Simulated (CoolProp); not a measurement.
CH2F2 (R32) at 293.15 K and 2.28 MPa flows at 11 m/s in a round tube of 1 mm bore and 45 µm roughness, fully developed (64/Re and Nu = 3.66 if laminar; Colebrook and Gnielinski if turbulent). Each further row changes one setting.

The numbers come from the reference Helmholtz-energy equation of state, Tillner-Roth 1997 in CoolProp.

```json
[
 {"case": "as stated", "Reynolds number": "89900", "Darcy friction factor": "0.0684", "pressure drop (Pa/m)": "4080000", "heat-transfer coefficient (W/(m² K))": "119000", "mass flow (kg/h)": "30.7"},
 {"case": "velocity 22 m/s", "Reynolds number": "180000", "Darcy friction factor": "0.0683", "pressure drop (Pa/m)": "1.63e7", "heat-transfer coefficient (W/(m² K))": "238000", "mass flow (kg/h)": "61.3"},
 {"case": "diameter 2 mm", "Reynolds number": "180000", "Darcy friction factor": "0.0511", "pressure drop (Pa/m)": "1520000", "heat-transfer coefficient (W/(m² K))": "92900", "mass flow (kg/h)": "123"}
]
```

Viscosity comes from a separate model (Bell 2016), an estimate that may be off by 10 % or more. Thermal conductivity comes from a separate model (Huber 2003), an estimate that may be off by 10 % or more.
